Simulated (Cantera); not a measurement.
A closed system holds: 1 mol SiH₂Cl₂, 2.7 mol H₂, 0.064 mol C₃H₈, at 2048.15 K and 13.3 mbar.

These are equilibrium values from Cantera (NASA tables, ideal gas, pure condensed phases), not measurements of a reactor. Mutual solubility and eutectic melting of coexisting phases are not modelled. The tables' values for SiCl, SiCl₃ are old estimates; treat these amounts as uncertain. Gases not in the tables: Si₂H₆ and higher silanes. The numbers say what is thermodynamically allowed, not how fast it happens.

| species | before | after |
|---|---|---|
| H₂ | 0.687 | 0.722 |
| HCl | 0.178 | 0.158 |
| SiCl₂ | 0.105 | 0.113 |
| H | 0.0161 | 0.000170 |
| Si₂C | 0.000190 | 2.46e-9 |
| Si₂ | 6.59e-5 | 2.03e-9 |
| Si₃ | 1.38e-5 | <1e-9 |
| Si | 0.00568 | 1.35e-6 |
| SiH | 0.000330 | 3.88e-7 |
| SiCl₄ | 2.64e-6 | 0.000727 |
| Si(l), mol | 0.226 | 0 |
| SiC(s), mol | 0.191 | 0.192 |
| Si(s), mol | 0 | 0.216 |
Gas species are given as mole fractions.

**Question.** What was changed between the two runs?
A) temperature from 2048.15 K to 2573 K
B) temperature from 2048.15 K to 1100 K
C) pressure from 13.3 mbar to 1.33 mbar
D) temperature from 2048.15 K to 1523 K

**Answer.** D, temperature from 2048.15 K to 1523 K. The tables' values for SiCl₃, SiCl are old estimates; treat these amounts as uncertain
